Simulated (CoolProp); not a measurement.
A single-stage vapour-compression cycle with sulfur dioxide: evaporating at 231.15 K (dew point), condensing at 260.15 K (bubble point), superheat 10 K, subcooling 2 K, compressor efficiency 0.8, no pressure losses. Each further row changes one setting.

Model: reference Helmholtz-energy equation of state, Gao 2016, in CoolProp.

```csv
case,cooling COP,pressure ratio,discharge temperature (K),refrigerating effect (kJ/kg),volumetric capacity (kJ/m³)
as stated,5.49,4.62,354.6,386,238
evaporating temperature 236.15 K,6.96,3.44,337.0,389,316
condensing temperature 255.15 K,6.77,3.65,335.6,393,242
subcooling 7 K,5.59,4.62,354.6,393,242
superheat 20 K,5.36,4.62,368.0,392,232
compressor efficiency 0.7,4.81,4.62,369.7,386,238
```
